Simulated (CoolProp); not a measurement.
Vapour-liquid equilibrium of hydrogen sulfide (1) + isobutane (2) at 3.95 °C; x and y are mole fractions of (1).

Computed with CoolProp (multi-fluid Helmholtz-energy mixture model, Lemmon 2006 and Bücker 2006; pair parameters Kunz 2012).

```tsv
x	bubble pressure, mixture model (kPa)	bubble pressure, Raoult's law (kPa)	y, mixture model	y, Raoult's law
0.05	258.3	229.0	___	0.253
0.125	375.3	302.3	0.555	0.479
0.2	485.5	375.6	0.674	0.616
0.275	584.6	448.9	0.745	0.709
0.35	671.0	522.1	0.791	0.776
0.425	745.3	595.4	___	0.826
0.5	809.4	668.7	0.849	0.865
0.575	865.9	742.0	___	0.897
0.65	917.6	815.3	___	0.923
0.725	___	888.6	___	0.944
0.8	1016	961.9	0.929	0.963
0.875	1067	1035	0.952	0.978
0.95	1121	1108	0.979	0.992
```

**Question.** Some entries are withheld; supply them.

**Answer.** 
- 0.05, y, mixture model: 0.320
- 0.425, y, mixture model: 0.824
- 0.575, y, mixture model: 0.870
- 0.65, y, mixture model: 0.890
- 0.725, bubble pressure, mixture model (kPa): 967.0
- 0.725, y, mixture model: 0.909

The largest gap from Raoult's law is +30.2 % in bubble pressure, at x = 0.275. No azeotrope shows between x = 0.05 and 0.95.

Pair parameters are fitted to limited data, so mixtures are less certain than the pure fluids.
